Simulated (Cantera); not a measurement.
Pb + NH3 + H2 (metals in furnace atmospheres)

Charge: 1 mol Pb, 8.3 mol NH3, 38 mol H2, held at 1923.15 K and 1.33 mbar.

These are equilibrium values from Cantera (NASA tables, ideal gas, pure condensed phases), not measurements of a reactor. Candidate condensed phases: Pb; 11 gas species. The numbers say what is thermodynamically allowed, not how fast it happens.

The x(H2) is 0.884 and the x(N2) comes out as 0.0737. The x(H) is 0.0243. The x(Pb) is 0.0178. The gas amount is 56.28 mol and the log10 activity of Pb(l) (absent) is -4.39.
